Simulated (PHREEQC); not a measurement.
Make-up at 20 °C: 0.0038 mol HF and 8.8e-05 mol (CH3)4NF per kg of water. It is in equilibrium with CO2 at log p = -3.4 (atm). Otherwise closed; pH follows from the charge balance.

All values are PHREEQC results (ion-association model, wateq4f.dat), not measurements.

```json
[
 {"quantity": "pH", "before": "2.89", "after": "3.01"},
 {"quantity": "ionic strength (mol/kgw)", "before": "0.00143", "after": "0.00111"},
 {"quantity": "HF (mol/kgw)", "before": "0.00241", "after": "0.00275"},
 {"quantity": "F- (mol/kgw)", "before": "0.00142", "after": "0.00110"},
 {"quantity": "H2F2 (mol/kgw)", "before": "1.81e-5", "after": "6.31e-6"},
 {"quantity": "HF2- (mol/kgw)", "before": "1.26e-5", "after": "1.32e-5"}
]
```

Question: Name the change that produced these shifts.
A. HF from 0.0038 to 0.038 mol/kgw
B. diluted 10-fold with water
C. (CH3)4NF from 8.8e-05 to 7.92e-05 mol/kgw
D. temperature from 20 to 55 °C
E. (CH3)4NF from 8.8e-05 to 4.4e-05 mol/kgw

Answer: D, temperature from 20 to 55 °C

Precipitation was switched off in this run. (CH3)4N+ isn't in the database: it is added as a free cation with an ion size of 4 Å. Constants without temperature data keep their 25 °C values here.
